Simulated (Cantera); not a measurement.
Input (Python, Cantera) and output of one run.

```python
import numpy as np
import cantera as ct

gas_names = [...]  # 109 gases of nasa_gas.yaml made of C, Cl, H, Si
cond_names = """
    C(gr) C6H6(L) C7H8(L) C8H18(L),n-octa Si(cr) Si(L) SiC(b)
""".split()


# ... load() reads the species with a 1 bar reference pressure and builds the phases ...
atoms = {
    'Si(CH3)4': {'Si': 1, 'C': 4, 'H': 12},
    'HCl': {'H': 1, 'CL': 1},
    'H2': {'H': 2},
}
top_T = {'C(gr)': 4500, 'SiC(b)': 3050}  # K; cautious upper limits of use, not melting points


# ... equilibrate(T, P, feed) seeds the gas with the atoms and calls Mixture.equilibrate('TP', solver="vcs", rtol=1e-11, max_steps=5000) ...
results = []
feed = {'Si(CH3)4': 1, 'HCl': 1.5, 'H2': 3.6}  # mol
T = 2248.15  # K
P = 13332.2  # Pa
mix = equilibrate(T, P, feed)
results.append((T, P, feed, dict(zip(mix.species_names, mix.species_moles))))
print(gas.report(threshold=1e-05))
for i in range(1, mix.n_phases):
    print(f"{mix.phase(i).name:16s} {mix.phase_moles(i):12.5e} mol")
```

It prints:

```
       temperature   2248.2 K
          pressure   13332 Pa
           density   0.0048587 kg/m^3
  mean mol. weight   6.8121 kg/kmol
   phase of matter   gas

                          1 kg             1 kmol
                     ---------------   ---------------
          enthalpy        8.0878e+06        5.5095e+07  J
   internal energy        5.3439e+06        3.6403e+07  J
           entropy             32513        2.2148e+05  J/K
    Gibbs function       -6.5007e+07       -4.4283e+08  J
 heat capacity c_p            5149.1             35076  J/K
 heat capacity c_v            3928.6             26762  J/K

                      mass frac. Y      mole frac. X     chem. pot. / RT
                     ---------------   ---------------   ---------------
               CH4        5.3674e-05        2.2791e-05           -47.099
    C2H2,acetylene           0.01075         0.0028124           -28.081
                CL          0.010147         0.0019499           -24.732
                 H         0.0027444          0.018547           -11.019
               HCL           0.65934            0.1232           -35.752
                H2           0.25106           0.84832           -22.039
                Si         0.0022303        0.00054097           -8.6267
              SiC2         0.0004755        6.2164e-05           -14.668
              SiCL         0.0025246        0.00027069           -33.359
             SiCL2          0.059277         0.0040794           -58.091
             SiCL3        0.00041725        2.1143e-05           -82.824
               SiH        0.00031371        7.3455e-05           -19.646
              SiH2        0.00017262        3.9066e-05           -30.666
              Si2C        0.00037313         3.728e-05           -20.274
     [  +95 minor]        0.00012036        2.3271e-05

C(gr)             2.99232e+00 mol
Si(L)             0.00000e+00 mol
SiC(b)            9.42031e-01 mol
```

These are equilibrium values from Cantera (NASA tables, ideal gas, pure condensed phases), not measurements of a reactor. The tables' values for SiCl, SiCl3 are old estimates; treat these amounts as uncertain. Gases not in the tables: Si2H6 and higher silanes.
